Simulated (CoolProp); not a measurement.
The numbers come from the reference Helmholtz-energy equation of state, Lemmon 2016 in CoolProp.

Task: For R227EA, give the phase and the cv (kJ/(kg K)), speed of sound (m/s), isothermal compressibility (1/MPa), viscosity (µPa s) at 27.35 °C and 19.3 bar; 37.05 °C and 19.3 bar.

Result: 
- 27.35 °C and 19.3 bar: liquid; cv 0.830, speed of sound 425, isothermal compressibility 0.00563, viscosity 241
- 37.05 °C and 19.3 bar: liquid; cv 0.846, speed of sound 387, isothermal compressibility 0.00709, viscosity 211

Viscosity comes from a separate model (Huber 2003), an estimate that may be off by 10 % or more.
